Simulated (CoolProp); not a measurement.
A closed Brayton cycle with nitrogen: compressor inlet 305.15 K and 6.4 MPa, high pressure 18.2 MPa, turbine inlet 675 K, compressor efficiency 0.89, turbine efficiency 0.9, recuperator effectiveness 0.9 (on enthalpy, no pinch check). Each further row changes one setting.

Values from CoolProp's reference Helmholtz-energy equation of state, Span 2000.

| case | thermal efficiency (%) | net work (kJ/kg) | compressor to turbine work | compressor exit (K) | turbine exit (K) |
|---|---|---|---|---|---|
| as stated | 22.9 | 42.9 | 0.75 | 426.6 | 521.5 |
| turbine inlet 625 K | 17.6 | ? | 0.81 | 426.6 | 481.5 |
| compressor inlet 315.15 K | 20.7 | 38.4 | 0.78 | 440.5 | 521.5 |
| high pressure 15.5 MPa | ? | 42.2 | ? | 405.5 | 542.6 |
| recuperator effectiveness 0.5 | 18.8 | 42.9 | 0.75 | 426.6 | 521.5 |

### Question
Some entries are withheld; supply them.

### Answer

- turbine inlet 625 K, net work (kJ/kg): 30.0
- high pressure 15.5 MPa, thermal efficiency (%): 25.1
- high pressure 15.5 MPa, compressor to turbine work: 0.71
